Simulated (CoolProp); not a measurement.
Aqueous potassium formate as a coolant, at -4 °C, 1 atm.

Values from CoolProp's Melinder's fits for secondary coolants.

| mass % | freezing point (°C) | viscosity (mPa s) | Prandtl number | cp (kJ/(kg K)) | conductivity (W/(m K)) |
|---|---|---|---|---|---|
| 11 | -5.5 | 2.27 | (withheld) | 3.768 | 0.542 |
| 14.4 | -7.6 | 2.35 | 15.9 | 3.636 | 0.537 |
| 17.7 | -9.9 | 2.45 | 16.2 | 3.512 | 0.532 |
| 21.1 | -12.5 | 2.58 | 16.6 | 3.390 | 0.527 |
| 24.5 | -15.5 | (withheld) | 17.2 | 3.274 | 0.521 |
| 27.8 | -18.7 | (withheld) | (withheld) | 3.168 | 0.516 |
| 31.2 | -22.6 | 3.06 | 18.5 | 3.066 | 0.509 |
| 34.5 | -26.8 | 3.24 | (withheld) | 2.975 | 0.502 |
| 37.9 | -31.7 | 3.44 | 20.1 | 2.887 | 0.494 |
| 41.3 | -37.2 | 3.72 | 21.5 | 2.804 | 0.486 |

### Question
Fill in the missing entries.

### Answer

- 11, Prandtl number: 15.8
- 24.5, viscosity (mPa s): 2.73
- 27.8, viscosity (mPa s): 2.89
- 27.8, Prandtl number: 17.8
- 34.5, Prandtl number: 19.2
